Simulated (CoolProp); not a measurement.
Toluene at several states: density (kg/m³) from the reference equation and from simpler models built on Tc = 591.7 K, pc = 41.26 bar, ω = 0.266; each cubic takes its own stable root.

Values from CoolProp's reference Helmholtz-energy equation of state, Lemmon 2006. It is a short technical equation, of lower accuracy than the large ones.

```json
[
 {"T (K)": "212.3", "p (bar)": "9.61", "phase": "liquid", "reference": "942.3"},
 {"T (K)": "448.5", "p (bar)": "1.88", "phase": "gas", "reference": "4.858"},
 {"T (K)": "346.8", "p (bar)": "27.8", "phase": "liquid", "reference": "818.9"},
 {"T (K)": "268.7", "p (bar)": "56.5", "phase": "liquid", "reference": "893.2"}
]
```

How far does each simpler model (van der Waals, Redlich-Kwong, Soave-Redlich-Kwong) lie from the reference over these 4 states: mean and median of the absolute difference, and the worst?


- van der Waals: mean 31.4 %, median 40.7 %, worst -42.2 % at 212.3 K and 9.61 bar
- Redlich-Kwong: mean 10.2 %, median 12.9 %, worst -14.0 % at 212.3 K and 9.61 bar
- Soave-Redlich-Kwong: mean 8.9 %, median 10.9 %, worst -13.1 % at 212.3 K and 9.61 bar
